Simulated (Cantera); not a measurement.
A diamond (100) surface in a fixed gas of H2 with x(CH4) = 0.0042, x(H) = 0.0011, x(CH3) = 5.8e-05, 0.168 atm; coverages are run to steady state.

Computed with Cantera and the Harris–Goodwin 1993 mechanism for the reconstructed diamond (100) surface.

One state of this run: growth (µm/h) = 1.05; θ c6HH = 0.401; θ c6H* = 0.0556; θ c6*H = 0.508; θ c6** = 0.0343; θ c6HM = 5.66e-5. θ: site fractions in the mechanism's names (c6HH fully hydrogenated, c6H* and c6*H radical sites, c6** diradical, c6HM methylated).

Q: Which value of T (K) does it belong to?
(A) 1100
(B) 1300
(C) 1200
(D) 1400

A: D, 1400
